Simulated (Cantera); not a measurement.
Gas mixture: 55.2 % NO, 44.8 % O₂, at 500000 Pa, frozen composition.

Cantera's kinetic-theory transport with the Lennard-Jones parameters of GRI-Mech 3.0, ideal gas; thermal conductivity in the multicomponent form. The composition is frozen, though it would react at the higher temperatures.

D: mixture-averaged diffusion coefficient of that species in the mixture.

```csv
T (K),ρ (kg/m³),cp (J/kg/K),μ (µPa s),λ (mW/m/K),Pr,D (cm²/s) NO,D (cm²/s) H,D (cm²/s) H₂
400,4.65,972.0,24.2,33.1,0.712,0.0687,0.420,0.261
550,3.38,1009,30.3,43.1,0.710,0.119,0.729,0.446
700,2.65,1051,35.7,52.8,0.709,0.178,1.10,0.666
850,2.19,1086,40.6,62.1,0.709,0.247,1.53,0.920
1000,1.86,1113,?,?,0.709,?,?,?
1150,1.62,1132,49.5,?,0.708,?,?,?
1300,1.43,1149,53.6,86.9,0.708,0.502,3.11,1.86
1450,1.28,1164,57.5,94.5,0.708,0.602,3.73,2.23
1600,1.16,1177,61.3,102,0.707,0.708,4.39,2.62
```

Question: What belongs in the gaps?

Answer: 
- 1000, μ (µPa s): 45.1
- 1000, λ (mW/m/K): 70.9
- 1000, D (cm²/s) NO: 0.324
- 1000, D (cm²/s) H: 2.01
- 1000, D (cm²/s) H₂: 1.20
- 1150, λ (mW/m/K): 79.1
- 1150, D (cm²/s) NO: 0.409
- 1150, D (cm²/s) H: 2.53
- 1150, D (cm²/s) H₂: 1.52
